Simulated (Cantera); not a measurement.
Feed: 1 mol Ta2O5, 8.5 mol CO, 2.5 mol H2, held at 1330 Pa.

Equilibrium computed with Cantera from the NASA thermochemical tables; the gas is ideal and each condensed phase is pure. Candidate condensed phases: C, C6H6, C7H8, C8H18, H2O, Ta, TaC, Ta2O5; 113 gas species. Mutual solubility and eutectic melting of coexisting phases are not modelled. Condensed phases not in the tables: Ta2C, N, O or C dissolved in the metal. Equilibrium is a limit: real reactors are often held back by kinetics, nucleation or transport.

Q: At 2148 K, list the 5 most abundant gas species with their mole fractions, and the condensed phases.

A: CO 0.765, H2 0.216, H 0.0168, TaO2 0.000763, H2O 0.000678. Condensed: Ta(s) + Ta2O5(l).
